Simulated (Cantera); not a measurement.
Charge: 1 mol Zr, 0.021 mol H2O, 13 mol H2, 1.5 mol N2O, at 2075 K and 0.133 bar.

Method: chemical equilibrium by Gibbs-energy minimisation in Cantera with the NASA 1993 tables (ideal gas, pure condensed phases). Candidate condensed phases: H2O, Zr, ZrN, ZrO2; 28 gas species. Mutual solubility and eutectic melting of coexisting phases are not modelled. ZrN: taken at fixed stoichiometry. Condensed phases not in the tables: solid solutions among these carbides, nitrides and lower oxides. Equilibrium is a limit: real reactors are often held back by kinetics, nucleation or transport.

Base state: H2 0.898, N2 0.0955, H 0.00691, H2O 9.76e-5 (mole fractions); condensed: ZrN(s) + ZrO2(tetragonal).

Task: What changes in the equilibrium state with this change: pressure from 0.133 bar to 0.000260 bar?

Result: 
```json
[
 {"species": "H2", "before": "0.898", "after": "0.766"},
 {"species": "H", "before": "0.00691", "after": "0.145"},
 {"species": "N2", "before": "0.0955", "after": "0.0889"},
 {"species": "ZrO", "before": "2.71e-8", "after": "6.73e-5"},
 {"species": "H2O", "before": "9.76e-5", "after": "1.72e-5"},
 {"species": "ZrN(s), mol", "before": "0.240", "after": "0.239"},
 {"species": "ZrO2(tetragonal), mol", "before": "0.760", "after": "0.760"}
]
```
